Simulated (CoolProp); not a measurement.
Vapour-liquid equilibrium of n-decane (1) + n-dodecane (2) at 204.35 °C; x and y are mole fractions of (1).

The numbers come from the multi-fluid Helmholtz-energy mixture model, Lemmon 2006 and Lemmon 2004; pair parameters Bell 2016 in CoolProp.

```json
[
 {"x": "0.05", "bubble pressure (bar)": "0.8152", "y at the bubble point": "0.115", "dew pressure at overall composition x (bar)": "0.7806", "liquid density (mol/L)": "3.573"},
 {"x": "0.15", "bubble pressure (bar)": "0.9379", "y at the bubble point": "0.306", "dew pressure at overall composition x (bar)": "0.8353", "liquid density (mol/L)": "3.617"},
 {"x": "0.25", "bubble pressure (bar)": "1.065", "y at the bubble point": "0.456", "dew pressure at overall composition x (bar)": "0.8984", "liquid density (mol/L)": "3.663"},
 {"x": "0.35", "bubble pressure (bar)": "1.195", "y at the bubble point": "?", "dew pressure at overall composition x (bar)": "0.9721", "liquid density (mol/L)": "3.709"},
 {"x": "0.45", "bubble pressure (bar)": "1.326", "y at the bubble point": "?", "dew pressure at overall composition x (bar)": "1.059", "liquid density (mol/L)": "3.756"},
 {"x": "0.55", "bubble pressure (bar)": "1.458", "y at the bubble point": "0.755", "dew pressure at overall composition x (bar)": "1.164", "liquid density (mol/L)": "?"},
 {"x": "0.65", "bubble pressure (bar)": "?", "y at the bubble point": "0.823", "dew pressure at overall composition x (bar)": "?", "liquid density (mol/L)": "3.854"},
 {"x": "0.75", "bubble pressure (bar)": "?", "y at the bubble point": "0.882", "dew pressure at overall composition x (bar)": "1.449", "liquid density (mol/L)": "3.905"},
 {"x": "0.85", "bubble pressure (bar)": "1.859", "y at the bubble point": "0.933", "dew pressure at overall composition x (bar)": "?", "liquid density (mol/L)": "3.958"},
 {"x": "0.95", "bubble pressure (bar)": "1.994", "y at the bubble point": "0.979", "dew pressure at overall composition x (bar)": "1.907", "liquid density (mol/L)": "4.012"}
]
```

Q: Complete the blanks.

A: 
- 0.35, y at the bubble point: 0.576
- 0.45, y at the bubble point: 0.674
- 0.55, liquid density (mol/L): 3.805
- 0.65, bubble pressure (bar): 1.591
- 0.65, dew pressure at overall composition x (bar): 1.291
- 0.75, bubble pressure (bar): 1.725
- 0.85, dew pressure at overall composition x (bar): 1.650

No azeotrope shows between x = 0.05 and 0.95.

Pair parameters are fitted to limited data, so mixtures are less certain than the pure fluids.
